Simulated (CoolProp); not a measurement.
Vapour-liquid equilibrium of R143a (1) + fluoroethane (R161) (2) at 265.4 K; x and y are mole fractions of (1).

Computed with CoolProp (multi-fluid Helmholtz-energy mixture model, Lemmon and Jacobsen 2000 and Wu 2012; pair parameters Bell 2016).

Task: Give the bubble pressure and the first vapour's composition at x = 0.05, 0.15, 0.45. Is there an azeotrope?

Result: x = 0.05: 3.441 bar, y = 0.072; x = 0.15: 3.608 bar, y = 0.203; x = 0.45: 4.067 bar, y = 0.530. No azeotrope shows between x = 0.05 and 0.95.

Pair parameters are fitted to limited data, so mixtures are less certain than the pure fluids.
